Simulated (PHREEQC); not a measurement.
Dissolve 0.013 mol/kgw NH4HF2, 0.018 mol/kgw (NH4)2SiF6, 0.011 mol/kgw H3PO4 and 6.2e-05 mol/kgw HCl at 25 °C. Closed to the air; pH follows from the charge balance.

All values are PHREEQC results (ion-association model, phreeqc.dat), not measurements.

```tsv
quantity	before	after
pH	2.63	3.37
ionic strength (mol/kgw)	0.0698	0.000932
HF (mol/kgw)	0.0184	0.000504
F- (mol/kgw)	0.00668	0.000818
HF2- (mol/kgw)	0.000470	1.58e-6
NH3 (mol/kgw)	9.00e-9	6.34e-10
SI of Quartz (SiO2)	-4.15	+0.23
```

Problem. Which change was made?
A) H3PO4 replaced by Na3PO4 at the same molality
B) temperature from 25 to 75 °C
C) diluted 100-fold with water
D) H3PO4 left out
E) NH4HF2 from 0.013 to 0.026 mol/kgw

Solution. C, diluted 100-fold with water

This is a speciation only: nothing precipitates in the calculation. Some of these states are supersaturated (in Quartz (slow to form), for instance). SiF6-2 is the database's only silicon fluoride.
